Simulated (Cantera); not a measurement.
Feed: 1 mol SiC, 0.15 mol H2O, 14 mol N2, held at 1750 K and 1000 Pa.

These are equilibrium values from Cantera (NASA tables, ideal gas, pure condensed phases), not measurements of a reactor. Candidate condensed phases: C, C6H6, C7H8, C8H18, H2O, Si, SiC, SiO2, Si2N2O, Si3N4; 151 gas species. The numbers say what is thermodynamically allowed, not how fast it happens.

Base state: N2 0.979, H2 0.0104, CO 0.00525, SiO 0.00524, H 0.000237, Si 4.12e-5, HCN 3.33e-5 (mole fractions); condensed: SiC(s).

Q: What changes in the equilibrium state with this change: pressure from 1000 Pa to 1.30 Pa?

A: 
| species | before | after |
|---|---|---|
| N2 | 0.979 | 0.967 |
| CO | 0.00525 | 0.00962 |
| Si | 4.12e-5 | 0.00887 |
| H | 0.000237 | 0.00559 |
| H2 | 0.0104 | 0.00752 |
| Si2C | 3.33e-7 | 7.17e-5 |
| SiN | 2.10e-6 | 1.62e-5 |
| SiO | 0.00524 | 0.000751 |
| HCN | 3.33e-5 | 0.000101 |
| SiC(s), mol | 0.924 | 0.858 |
The tables' values for SiN are old estimates; treat these amounts as uncertain.
